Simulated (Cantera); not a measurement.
**Ignition delay**

Mixture: 15.3 % CH₄, 16.9 % O₂, 67.8 % N₂, equivalence ratio 1.8, at 5.00 bar, adiabatic and at constant volume. Ignition delay is the time to a rise of 400 K.

Detailed kinetics in Cantera: GRI-Mech 3.0 (53 species, 325 reactions).

| T0 (K) | delay (ms) |
|---|---|
| 1150 | 26.7 |
| 1200 | 13.7 |
| 1250 | 7.20 |
| 1300 | 3.91 |
| 1350 | 2.18 |
| 1400 | 1.24 |
| 1450 | 0.720 |
| 1500 | 0.426 |

- apparent activation energy between 1400 and 1500 K = 190 kJ/mol
